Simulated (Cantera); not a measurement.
A perfectly stirred reactor is fed with 2.82 % CH4, 97.1 % H2, 0.0612 % N2, at 0.132 atm; it is held at 1850 K, and followed from long to short residence time.

Model: GRI-Mech 3.0 (53 species, 325 reactions), integrated in Cantera. GRI-Mech 3.0 stops at C3 and has no aromatics, soot or wall deposition, so with more carbon than oxygen in the feed, carbon stays in small species such as C2H2 where larger ones or solid carbon would form.

Q: Predict: x(CH4) at τ = 23.0 s; x(H2) at τ = 23.0 s; x(H) at τ = 23.0 s; x(CH2) at τ = 23.0 s; x(C2H6) at τ = 23.0 s; x(CH4) at τ = 65.0 ms; x(H2) at τ = 65.0 ms; x(H) at τ = 65.0 ms; x(CH2) at τ = 65.0 ms; x(C2H6) at τ = 65.0 ms.

A: 
```json
{
 "x(CH4) at τ = 23.0 s": "0.00119",
 "x(H2) at τ = 23.0 s": "0.984",
 "x(H) at τ = 23.0 s": "0.00147",
 "x(CH2) at τ = 23.0 s": "6.17e-8",
 "x(C2H6) at τ = 23.0 s": "1.07e-8",
 "x(CH4) at τ = 65.0 ms": "0.0145",
 "x(H2) at τ = 65.0 ms": "0.977",
 "x(H) at τ = 65.0 ms": "0.00136",
 "x(CH2) at τ = 65.0 ms": "6.08e-7",
 "x(C2H6) at τ = 65.0 ms": "1.28e-6"
}
```
